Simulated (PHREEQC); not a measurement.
Solution (20 °C): 24 mmol/kgw TMAH, 7.8 mmol/kgw H3BO3 and 3.8 mmol/kgw Na2CO3. Closed to the air; pH follows from the charge balance.

Equilibrium calculation in PHREEQC: ion-association model, phreeqc.dat.

No solid was allowed to form.

Question: Order these C species by the share of C that they hold, largest first: HCO3-, CO3-2, NaCO3-.

Answer: CO3-2 (94 %), NaCO3- (5.2 %), HCO3- (0.69 %)

The pH is 12.30 and the ionic strength 0.0350 mol/kgw. (CH3)4N+ isn't in the database: it is added as a free cation with an ion size of 4 Å.
